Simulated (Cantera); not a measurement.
Input (Python, Cantera) and output of one run.

```python
import numpy as np
import cantera as ct

gas_names = [...]  # 109 gases of nasa_gas.yaml made of C, Cl, H, Si
cond_names = """
    C(gr) C6H6(L) C7H8(L) C8H18(L),n-octa Si(cr) Si(L) SiC(b)
""".split()


# ... load() reads the species with a 1 bar reference pressure and builds the phases ...
atoms = {
    'SiHCl3': {'Si': 1, 'H': 1, 'CL': 3},
    'HCl': {'H': 1, 'CL': 1},
    'H2': {'H': 2},
    'C2H4': {'C': 2, 'H': 4},
}
top_T = {'C(gr)': 4500, 'SiC(b)': 3050}  # K; cautious upper limits of use, not melting points


# ... equilibrate(T, P, feed) seeds the gas with the atoms and calls Mixture.equilibrate('TP', solver="vcs", rtol=1e-11, max_steps=5000) ...
results = []
feed = {'SiHCl3': 1, 'HCl': 0.036, 'H2': 370, 'C2H4': 0.026}  # mol
T = 1148.15  # K
P = 100000  # Pa
mix = equilibrate(T, P, feed)
results.append((T, P, feed, dict(zip(mix.species_names, mix.species_moles))))
x = sorted(zip(gas.X, gas.species_names), reverse=True)
print(f"T = {T:g} K  P = {P:g} Pa  gas = {mix.phase_moles(0):.4g} mol")
print("   x: " + "  ".join(f"{s} {v:.3e}" for v, s in x if v > 0.0001))
print("   condensed (mol): " + ("  ".join(f"{mix.phase(i).name} {mix.phase_moles(i):.4g}"
      for i in range(1, mix.n_phases) if mix.phase_moles(i) > 1e-12) or "none"))
```

It prints:

```
T = 1148.15 K  P = 100000 Pa  gas = 371.9 mol
   x: H2 9.930e-01  HCL 6.339e-03  SiHCL3 3.065e-04  SiH2CL2 1.208e-04
   condensed (mol): Si(cr) 0.715  SiC(b) 0.04145
```

Equilibrium computed with Cantera from the NASA thermochemical tables; the gas is ideal and each condensed phase is pure. Mutual solubility and eutectic melting of coexisting phases are not modelled. The tables' values for SiCl3 are old estimates; treat these amounts as uncertain.
